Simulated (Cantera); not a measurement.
What does this Cantera script print?

```python
import numpy as np
import cantera as ct

gas = ct.Solution("gri30.yaml")
gas.TPX = 1325, 16000, {'N2O': 1, 'H2O': 0.006}
reactor = ct.IdealGasConstPressureReactor(gas, energy="off", clone=False)
net = ct.ReactorNet([reactor])
net.rtol, net.atol = 1e-08, 1e-18
show = ['N2O', 'H2O', 'N2', 'HO2', 'NO']
times = np.geomspace(3e-06, 30, 13)

steps = ct.SolutionArray(gas, extra=["t"])
rows = []
print(f"{'t/s':>10s}{'T/K':>9s}{'P/Pa':>11s}" + "".join(f"{s:>11s}" for s in show))
for t in times:
    while net.time < t:
        t_next = net.step()
        steps.append(gas.state, t=t_next)
    rows.append([np.interp(t, steps.t, y) for y in (steps.T, steps.P, *steps(*show).X.T)])
    print(f"{t:10.3e}{rows[-1][0]:9.1f}{rows[-1][1]:11.4g}" + "".join(f"{x:11.3e}" for x in rows[-1][2:]))
rate = np.gradient(steps.T, steps.t)
print("integrator steps:", len(steps.t))
if steps.T.max() > steps.T[0] + 200:
    print(f"time of steepest temperature rise: {steps.t[rate.argmax()]:.4e} s")
gas.TPX = 1325, 16000, {'N2O': 1, 'H2O': 0.006}
gas.equilibrate("TP")
print(f"equilibrium (TP): T = {gas.T:.1f} K  " + "  ".join(f"{s} {gas[s].X[0]:.3e}" for s in show))
```

Output:

```
       t/s      T/K       P/Pa        N2O        H2O         N2        HO2         NO
 3.000e-06   1325.0    1.6e+04  9.940e-01  5.964e-03  1.342e-06  1.206e-12  2.354e-08
 1.149e-05   1325.0    1.6e+04  9.940e-01  5.964e-03  5.715e-06  6.217e-11  3.099e-07
 4.403e-05   1325.0    1.6e+04  9.940e-01  5.964e-03  2.708e-05  2.604e-09  3.166e-06
 1.687e-04   1325.0    1.6e+04  9.938e-01  5.963e-03  1.231e-04  6.767e-08  1.950e-05
 6.463e-04   1325.0    1.6e+04  9.932e-01  5.960e-03  4.973e-04  9.433e-07  8.413e-05
 2.476e-03   1325.0    1.6e+04  9.909e-01  5.951e-03  1.936e-03  4.260e-06  3.263e-04
 9.487e-03   1325.0    1.6e+04  9.820e-01  5.930e-03  7.451e-03  3.379e-06  1.198e-03
 3.635e-02   1325.0    1.6e+04  9.488e-01  5.862e-03  2.797e-02  1.626e-06  4.413e-03
 1.392e-01   1325.0    1.6e+04  8.353e-01  5.635e-03  9.817e-02  5.665e-07  1.565e-02
 5.335e-01   1325.0    1.6e+04  5.346e-01  5.036e-03  2.842e-01  1.408e-07  4.522e-02
 2.044e+00   1325.0    1.6e+04  1.331e-01  4.238e-03  5.337e-01  2.706e-08  8.270e-02
 7.830e+00   1325.0    1.6e+04  4.088e-03  3.988e-03  6.160e-01  7.756e-09  9.054e-02
 3.000e+01   1325.0    1.6e+04  2.299e-06  3.982e-03  6.188e-01  7.530e-09  9.023e-02
integrator steps: 1814
equilibrium (TP): T = 1325.0 K  N2O 1.295e-08  H2O 3.982e-03  N2 6.637e-01  HO2 8.404e-09  NO 5.385e-04
```

Detailed kinetics in Cantera: GRI-Mech 3.0 (53 species, 325 reactions). GRI-Mech 3.0 was tuned for natural gas; its chemistry of N2O as a main component is partial and can be far from experiment. The mechanism lacks the step 2 NO + O2 → 2 NO2, which can matter for NO2 below about 1400 K. The temperature is held fixed by assumption; the heat of reaction is taken as removed at once.
